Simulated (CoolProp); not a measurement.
Vapour-liquid equilibrium of fluoroethane (R161) (1) + R227EA (2) at 280 K; x and y are mole fractions of (1).

Computed with CoolProp (multi-fluid Helmholtz-energy mixture model, Wu 2012 and Lemmon 2016; pair parameters Bell 2016).

| x | bubble pressure (MPa) | y at the bubble point | dew pressure at overall composition x (MPa) | liquid density (mol/L) |
|---|---|---|---|---|
| 0.05 | 0.2521 | 0.058 | 0.2518 | 8.824 |
| 0.125 | 0.2580 | 0.160 | 0.2556 | 9.190 |
| 0.2 | 0.2685 | 0.273 | 0.2613 | 9.572 |
| 0.275 | 0.2835 | 0.388 | 0.2687 | 9.974 |
| 0.35 | 0.3027 | 0.498 | 0.2780 | 10.40 |
| 0.425 | 0.3255 | 0.597 | 0.2894 | 10.84 |
| 0.5 | 0.3509 | 0.683 | 0.3032 | 11.32 |
| 0.575 | 0.3783 | 0.756 | 0.3199 | 11.83 |
| 0.65 | 0.4069 | 0.817 | 0.3405 | 12.37 |
| 0.725 | 0.4361 | 0.869 | 0.3660 | 12.95 |
| 0.8 | 0.4656 | 0.912 | 0.3983 | 13.58 |
| 0.875 | 0.4951 | 0.949 | 0.4402 | 14.26 |
| 0.95 | 0.5245 | 0.981 | 0.4961 | 15.01 |

No azeotrope shows between x = 0.05 and 0.95.

The pair parameters rest on a limited set of measurements; away from them the model extrapolates.
